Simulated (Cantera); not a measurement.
## Thermodynamics of silicon nitride deposition, feed SiH2Cl2 + N2

A closed system holds: 1 mol SiH2Cl2, a varied amount of N2, at 1975 K and 1.00 Torr.

These are equilibrium values from Cantera (NASA tables, ideal gas, pure condensed phases), not measurements of a reactor. Candidate condensed phases: NH4Cl, Si, Si3N4; 28 gas species. The tables' values for SiCl, SiCl3, SiN are old estimates; treat these amounts as uncertain. Gases not in the tables: Si2H6 and higher silanes. The numbers say what is thermodynamically allowed, not how fast it happens.

```csv
n(N2) (mol),log p N2,log p H2,log p SiCl2,log p HCl,log p Si,log p H,n Si(l)
0.53,-3.57,-3.43,-3.43,-3.63,-4.49,-4.58,0.167
1.4,-3.28,-3.56,-3.56,-3.76,-4.49,-4.64,0.143
2.2,-3.17,-3.65,-3.65,-3.85,-4.49,-4.69,0.120
3.1,-3.11,-3.74,-3.74,-3.93,-4.49,-4.73,0.0951
3.9,-3.07,-3.80,-3.80,-4.00,-4.49,-4.76,0.0729
4.8,-3.04,-3.86,-3.86,-4.06,-4.49,-4.80,0.0481
5.7,-3.02,-3.92,-3.92,-4.11,-4.49,-4.82,0.0233
6.5,-3.01,-3.96,-3.96,-4.16,-4.49,-4.84,0.00139
7.4,-2.99,-4.01,-4.01,-4.19,-4.52,-4.87,0
8.2,-2.98,-4.05,-4.05,-4.22,-4.54,-4.89,0
```
log p: log10 of the partial pressure in bar; n: condensed amount in mol.

From 0.53 mol N2 to 6.5 mol N2 the condensed part is Si(l). From 7.4 mol N2 to 8.2 mol N2 nothing is condensed. The main Si-bearing gas is SiCl2 throughout.
